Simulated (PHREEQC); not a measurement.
1 kg of water holding 0.077 mol/kgw NaBr, 0.00019 mol/kgw CaSO4, 0.12 mol/kgw KCl, 0.073 mol/kgw NaCl and 0.14 mol/kgw MgBr2 is evaporated at 25 °C; the solids stay in contact with the brine. CO2 from the air is kept out. The run lets Arcanite, Bischofite, Bloedite, Brucite, Carnallite, Epsomite, Glaserite, Glauberite, Gypsum, Anhydrite, Halite, Hexahydrite, Kainite, Kieserite, Leonite, Mirabilite, Misenite, Polyhalite, Portlandite, Schoenite, Sylvite, Syngenite, Thenardite, MgCl2_4H2O precipitate or redissolve, and no other solid.

The numbers come from PHREEQC with the Pitzer model, pitzer.dat.

Problem. Predict water activity at water left (kg) = 0.6755, 0.2533, 0.1156, 0.09502.

Solution. 
```json
[
 {"water left (kg)": "0.6755", "water activity": "0.976"},
 {"water left (kg)": "0.2533", "water activity": "0.929"},
 {"water left (kg)": "0.1156", "water activity": "0.807"},
 {"water left (kg)": "0.09502", "water activity": "0.749"}
]
```

Complexes and solids missing from the database can't appear.
